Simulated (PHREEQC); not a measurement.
Make-up at 25 °C: 1.7 mmol/kgw NaH2PO4 and 1.5 mmol/kgw NH3. Closed to the air; pH follows from the charge balance.

Model: ion-association model, phreeqc.dat, run in PHREEQC.

Q: The ionic strength comes out as 0.00458 mol/kgw. What activity coefficients do H2PO4-, HPO4-2, NH4+, Na+, NaHPO4- get?

A: H2PO4- 0.93, HPO4-2 0.75, NH4+ 0.93, Na+ 0.93, NaHPO4- 0.93.

No solid was allowed to form.
